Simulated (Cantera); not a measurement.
Feed: 1 mol Al, 0.9 mol Cl2, 2.8 mol H2, equilibrated at 1098.15 K and 0.00130 bar.

These are equilibrium values from Cantera (NASA tables, ideal gas, pure condensed phases), not measurements of a reactor. Candidate condensed phases: Al, AlCl3; 12 gas species. The tables' values for AlCl2 are old estimates; treat these amounts as uncertain. Rates play no part.

Base state: H2 0.736, AlCl 0.151, AlCl3 0.0972, AlCl2 0.0152, HCl 0.000815 (mole fractions); condensed: gas only.

**Question.** What changes in the equilibrium state with this change: temperature from 1098.15 K to 475 K?

**Answer.** 
| species | before | after |
|---|---|---|
| H2 | 0.736 | 0.899 |
| Al2Cl6 | 3.58e-7 | 0.0919 |
| AlCl3 | 0.0972 | 0.00887 |
| AlCl | 0.151 | <1e-9 |
| AlCl2 | 0.0152 | 1.64e-9 |
| HCl | 0.000815 | <1e-9 |
| Al(s), mol | 0 | 0.400 |
